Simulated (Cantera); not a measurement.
**Thermodynamics of carbon deposition, reforming and gasification, feed C₂H₂ + H₂ + O₂**

Feed: 1 mol C₂H₂, a varied amount of H₂, 0.052 mol O₂, held at 527 °C and 0.100 bar.

These are equilibrium values from Cantera (NASA tables, ideal gas, pure condensed phases), not measurements of a reactor. Candidate condensed phases: C, C₆H₆, C₇H₈, C₈H₁₈, H₂O; 110 gas species. Kinetics and transport are ignored.

```
n(H₂) (mol)   x H₂   x CH₄    x H₂O      x CO  n C(graphite)
-----------  -----  ------  -------  --------  -------------
7            0.881   0.104  0.00935   0.00454           1.21
8.8          0.884   0.105  0.00769   0.00372           1.03
11           0.885   0.105  0.00632   0.00305          0.819
14           0.887   0.106  0.00508   0.00245          0.529
17           0.888   0.106  0.00425   0.00205          0.239
21           0.897  0.0981  0.00358   0.00155              0
26           0.917  0.0788  0.00311   0.00101              0
33           0.935  0.0618  0.00261  0.000626              0
41           0.948  0.0496  0.00219  0.000404              0
51           0.958  0.0397  0.00181  0.000260              0
64           0.967  0.0316  0.00148  0.000165              0
```
x: gas mole fraction; n: condensed amount in mol.

From 7 mol H₂ to 17 mol H₂ the condensed part is C(graphite). From 21 mol H₂ to 64 mol H₂ nothing is condensed. The main C-bearing gas is CH₄ throughout.
